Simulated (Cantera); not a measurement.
What does this Cantera script print?

```python
import numpy as np
import cantera as ct

gas_names = """
    C CO CO2 C2 C2O C3 C3O2 C4 C5 Ca CaO Ca2 O O2 O3
""".split()
cond_names = """
    C(gr) Ca(a) Ca(b) Ca(L) CaCO3(caL) CaO(s) CaO(L)
""".split()


# ... load() reads the species with a 1 bar reference pressure and builds the phases ...
atoms = {
    'CaCO3': {'Ca': 1, 'C': 1, 'O': 3},
    'O2': {'O': 2},
}
top_T = {'C(gr)': 4500}  # K; cautious upper limits of use, not melting points


# ... equilibrate(T, P, feed) seeds the gas with the atoms and calls Mixture.equilibrate('TP', solver="vcs", rtol=1e-11, max_steps=5000) ...
results = []
feed = {'CaCO3': 1, 'O2': 0.15}  # mol
P = 1333.22  # Pa
for T in [848, 898, 948, 998, 1048, 1098, 1148, 1198, 1248, 1298, 1348, 1398, 1448]:
    mix = equilibrate(T, P, feed)
    results.append((T, P, feed, dict(zip(mix.species_names, mix.species_moles))))

top = {s: max(r[3][s] / sum(r[3][g] for g in gas_names) for r in results) for s in gas_names}
cols = sorted((s for s in top if top[s] > 0.001), key=lambda s: -top[s])[:8]
seen = [c for c in cond_names if any(r[3].get(c, 0) > 1e-12 for r in results)]
print("log10 of partial pressures in bar; condensed amounts in mol")
print(f"{'T/K':>10s}" + "".join(f"{s[:9]:>10s}" for s in cols + seen))
for T, P, feed, n in results:
    ng = sum(n[g] for g in gas_names)
    print(f"{T:10.4g}" + "".join(f"{np.log10(max(n[s] / ng * P / 1e5, 1e-99)):10.3f}" for s in cols)
          + "".join(f"{n.get(c, 0):10.4g}" for c in seen))
```

It prints:

```
log10 of partial pressures in bar; condensed amounts in mol
       T/K        O2       CO2 CaCO3(caL    CaO(s)
       848    -1.922    -2.868     0.983   0.01695
       898    -2.094    -2.277    0.9016   0.09837
       948    -2.760    -1.936         0         1
       998    -2.760    -1.936         0         1
      1048    -2.760    -1.936         0         1
      1098    -2.760    -1.936         0         1
      1148    -2.760    -1.936         0         1
      1198    -2.760    -1.936         0         1
      1248    -2.760    -1.936         0         1
      1298    -2.760    -1.936         0         1
      1348    -2.760    -1.936         0         1
      1398    -2.760    -1.936         0         1
      1448    -2.760    -1.936         0         1
```

Cantera equilibrium calculation (NASA polynomials, part measured and part estimated; ideal gas, pure solids and liquids).
